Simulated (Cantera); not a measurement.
Metals in furnace atmospheres: Fe + H₂O + CO

Feed: 1 mol Fe, 24 mol H₂O, 24 mol CO, equilibrated at 1450 K and 90.0 Torr.

Cantera equilibrium calculation (NASA polynomials, part measured and part estimated; ideal gas, pure solids and liquids). Candidate condensed phases: C, C₆H₆, C₇H₈, C₈H₁₈, Fe, Fe(CO)₅, FeO, Fe(OH)₂, Fe(OH)₃, Fe₂O₃, Fe₃O₄, H₂O; 114 gas species. The tables' stoichiometric FeO is somewhat more stable than real wüstite, so its field is too wide. FeO: taken at fixed stoichiometry. Equilibrium is a limit: real reactors are often held back by kinetics, nucleation or transport.

The x(CO) is 0.314 and the x(H₂O) is 0.293. The x(H₂) comes out as 0.207 and the x(CO₂) is 0.186. The x(H) is 1.24e-5. The x(Fe(OH)₂) comes out as 2.78e-6 and the n(FeO(s)) is 1.000 mol. The gas amount is 48.00 mol and the log10 activity of Fe(γ) (absent) comes out as -0.55. The log10 activity of C(graphite) (absent) is -4.18. The log10 activity of Fe(OH)₂(s) (absent) is -6.97.
